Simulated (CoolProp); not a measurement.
n-dodecane along the isotherm 346.85 °C: density (kg/m³) from the reference equation and from simpler models built on Tc = 385.0 °C, pc = 1.818 MPa, ω = 0.574; each cubic takes its own stable root.

The numbers come from the reference Helmholtz-energy equation of state, Lemmon 2004 in CoolProp. It is a short technical equation, of lower accuracy than the large ones.

```
p (MPa)   phase  reference  van der Waals  Redlich-Kwong
-------  ------  ---------  -------------  -------------
1.3      liquid      431.8          66.51          295.4
2.6      liquid      454.1          266.5          343.6
3.89     liquid      468.9          285.7          368.5
5.19     liquid      480.6            ___          386.5
6.49     liquid      490.2          308.3            ___
7.79     liquid      498.4          316.2          412.3
9.09     liquid      505.7            ___          422.3
10.4     liquid      512.2          328.5          431.1
11.7     liquid      518.1          333.5          438.9
13       liquid      523.6            ___          445.9
14.3     liquid        ___          341.9            ___
15.6     liquid      533.3          345.5            ___
16.9     liquid      537.7          348.9          463.5
18.2     liquid      541.8          351.9          468.4
```

Q: Some entries are withheld; supply them.

A: 
- 5.19, van der Waals: 298.5
- 6.49, Redlich-Kwong: 400.6
- 9.09, van der Waals: 322.8
- 13, van der Waals: 337.9
- 14.3, reference: 528.6
- 14.3, Redlich-Kwong: 452.3
- 15.6, Redlich-Kwong: 458.1

At some of these states van der Waals gives the other phase, because its saturation line lies elsewhere.
